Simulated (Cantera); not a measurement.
**CCl4 + Si + H2 (fluorocarbon and chlorocarbon gases)**

Charge: 1 mol CCl4, a varied amount of Si, 1 mol H2, at 2450 K and 7.35 Torr.

Method: chemical equilibrium by Gibbs-energy minimisation in Cantera with the NASA 1993 tables (ideal gas, pure condensed phases). Candidate condensed phases: C, C6H6, C7H8, C8H18, Si, SiC; 109 gas species. The tables' values for SiCl, SiCl3 are old estimates; treat these amounts as uncertain. Equilibrium is a limit: real reactors are often held back by kinetics, nucleation or transport.

```tsv
n(Si) (mol)	log p Cl	log p HCl	log p SiCl2	log p H	log p H2	log p SiCl	n C(graphite)
0.037	-2.29	-2.37	-4.09	-3.62	-3.85	-5.61	0.998
0.046	-2.30	-2.37	-3.99	-3.62	-3.85	-5.52	0.998
0.056	-2.30	-2.37	-3.91	-3.62	-3.84	-5.43	0.998
0.07	-2.30	-2.37	-3.81	-3.61	-3.83	-5.32	0.998
0.086	-2.31	-2.37	-3.72	-3.61	-3.82	-5.23	0.997
0.11	-2.31	-2.37	-3.61	-3.60	-3.81	-5.11	0.997
0.13	-2.32	-2.37	-3.53	-3.59	-3.79	-5.03	0.997
0.16	-2.33	-2.37	-3.44	-3.58	-3.78	-4.93	0.997
0.2	-2.34	-2.37	-3.34	-3.57	-3.75	-4.82	0.996
0.25	-2.35	-2.37	-3.24	-3.56	-3.72	-4.71	0.996
0.31	-2.37	-2.37	-3.15	-3.54	-3.68	-4.59	0.995
0.38	-2.40	-2.37	-3.05	-3.51	-3.63	-4.47	0.993
0.48	-2.43	-2.37	-2.95	-3.48	-3.56	-4.33	0.991
```
log p: log10 of the partial pressure in bar; n: condensed amount in mol.

From 0.037 mol Si to 0.48 mol Si the condensed part is C(graphite). The main Si-bearing gas is SiCl2 throughout.
